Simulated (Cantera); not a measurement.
An adiabatic, constant-volume homogeneous reactor starts with CH₄ : H₂ : O₂ : N₂ : H₂O = 1 : 0.09 : 3.47 : 13 : 0.89 (molar parts), equivalence ratio 0.59, at 1750 K and 100000 Pa. Integrator tolerance rtol = 1e-08.

Computed with Cantera and GRI-Mech 3.0 (53 species, 325 reactions).

Q: What does this change do: 0.32 parts CO2 added?

A: 
```json
[
 {"quantity": "time of steepest temperature rise", "before": "0.116 ms", "after": "0.118 ms"},
 {"quantity": "temperature at 0.400 s", "before": "2722 K", "after": "2696 K"},
 {"quantity": "equilibrium temperature", "before": "2722 K", "after": "2696 K"},
 {"quantity": "x(CH₄) at 0.400 s", "before": "<1e-12 (gas-phase equilibrium <1e-12)", "after": "<1e-12 (gas-phase equilibrium <1e-12)"},
 {"quantity": "x(H₂) at 0.400 s", "before": "0.00677 (gas-phase equilibrium 0.00677)", "after": "0.00604 (gas-phase equilibrium 0.00604)"},
 {"quantity": "x(O₂) at 0.400 s", "before": "0.0683 (gas-phase equilibrium 0.0683)", "after": "0.0689 (gas-phase equilibrium 0.0689)"},
 {"quantity": "x(CH₃) at 0.400 s", "before": "<1e-12 (gas-phase equilibrium <1e-12)", "after": "<1e-12 (gas-phase equilibrium <1e-12)"},
 {"quantity": "x(H₂O₂) at 0.400 s", "before": "4.99e-7 (gas-phase equilibrium 4.99e-7)", "after": "4.72e-7 (gas-phase equilibrium 4.72e-7)"},
 {"quantity": "x(H) at 0.400 s", "before": "0.00407 (gas-phase equilibrium 0.00407)", "after": "0.00349 (gas-phase equilibrium 0.00349)"},
 {"quantity": "x(CH₂) at 0.400 s", "before": "<1e-12 (gas-phase equilibrium <1e-12)", "after": "<1e-12 (gas-phase equilibrium <1e-12)"}
]
```

Q: What does this change do: constant pressure in place of constant volume?

A: 
| quantity | before | after |
|---|---|---|
| time of steepest temperature rise | 0.116 ms | 0.120 ms |
| temperature at 0.400 s | 2722 K | 2597 K |
| equilibrium temperature | 2722 K | 2597 K |
| x(CH₄) at 0.400 s | <1e-12 (gas-phase equilibrium <1e-12) | <1e-12 (gas-phase equilibrium <1e-12) |
| x(H₂) at 0.400 s | 0.00677 (gas-phase equilibrium 0.00677) | 0.00513 (gas-phase equilibrium 0.00513) |
| x(O₂) at 0.400 s | 0.0683 (gas-phase equilibrium 0.0683) | 0.0696 (gas-phase equilibrium 0.0696) |
| x(CH₃) at 0.400 s | <1e-12 (gas-phase equilibrium <1e-12) | <1e-12 (gas-phase equilibrium <1e-12) |
| x(H₂O₂) at 0.400 s | 4.99e-7 (gas-phase equilibrium 4.99e-7) | 3.27e-7 (gas-phase equilibrium 3.27e-7) |
| x(H) at 0.400 s | 0.00407 (gas-phase equilibrium 0.00407) | 0.00273 (gas-phase equilibrium 0.00273) |
| x(CH₂) at 0.400 s | <1e-12 (gas-phase equilibrium <1e-12) | <1e-12 (gas-phase equilibrium <1e-12) |
